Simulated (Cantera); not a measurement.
A freely propagating, adiabatic, planar premixed flame of CH4 : O2 : N2 : CO2 = 1 : 1.82 : 5.27 : 0.25 (molar parts), equivalence ratio 1.1, unburnt at 548 K and 3.00 bar; mixture-averaged transport, grid criteria slope 0.08 and curve 0.16, no radiation.

Detailed kinetics in Cantera: GRI-Mech 3.0 (53 species, 325 reactions). Burning velocities carry a grid error of a few per cent, more on coarse grids.

x: mole fraction of selected species; z is measured from the peak of heat release.

```csv
z (mm),T (K),u (m/s),x CH4,x O2,x CO2,x HCO,x CH2CO,x HCN
-0.370,548,0.971,0.120,0.218,0.0299,<1e-8,<1e-8,<1e-8
-0.247,551,0.978,0.119,0.217,0.0299,<1e-8,2.95e-8,<1e-8
-0.185,561,0.999,0.118,0.216,0.0298,<1e-8,2.39e-7,(withheld)
-0.123,636,1.14,0.111,0.209,0.0299,<1e-8,3.93e-6,(withheld)
-0.0616,1101,2.01,0.0770,0.166,0.0339,9.52e-7,7.74e-5,(withheld)
-0.0308,1562,2.89,0.0411,0.116,0.0418,1.88e-5,0.000221,(withheld)
0,1980,3.70,0.00946,0.0607,0.0550,6.05e-5,0.000205,(withheld)
0.0308,2161,4.04,0.000685,0.0296,0.0697,2.36e-5,3.31e-5,8.07e-6
0.0616,2218,4.13,2.55e-5,0.0189,0.0807,1.77e-6,1.72e-6,(withheld)
0.123,2282,4.22,5.19e-8,0.0135,0.0905,1.65e-7,<1e-8,(withheld)
0.247,2356,4.34,<1e-8,0.0102,0.0959,1.03e-7,<1e-8,(withheld)
0.493,2427,4.45,<1e-8,0.00732,0.100,6.16e-8,<1e-8,<1e-8
0.986,2477,4.53,<1e-8,0.00515,0.103,3.96e-8,<1e-8,<1e-8
```

Some entries are withheld; supply them.


- -0.185, x HCN: 1.20e-8
- -0.123, x HCN: 1.42e-7
- -0.0616, x HCN: 1.74e-6
- -0.0308, x HCN: 4.40e-6
- 0, x HCN: 8.74e-6
- 0.0616, x HCN: 3.39e-6
- 0.123, x HCN: 4.39e-7
- 0.247, x HCN: 1.54e-8
